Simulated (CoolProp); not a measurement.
Vapour-liquid equilibrium of R113 (1) + acetone (2) at 0.0102 MPa; x and y are mole fractions of (1).

Computed with CoolProp (multi-fluid Helmholtz-energy mixture model, Marx 1992 and Lemmon 2006; pair parameters Bell 2016).

Task: Give the bubble temperature and the first vapour's composition at x = 0.05, 0.725, 0.95. Is there an azeotrope?

Result: x = 0.05: -1.5 °C, y = 0.196; x = 0.725: -10.0 °C, y = 0.717; x = 0.95: -8.7 °C, y = 0.906. y crosses x between x = 0.65 and 0.725: the model has an azeotrope there.

The pair parameters rest on a limited set of measurements; away from them the model extrapolates.
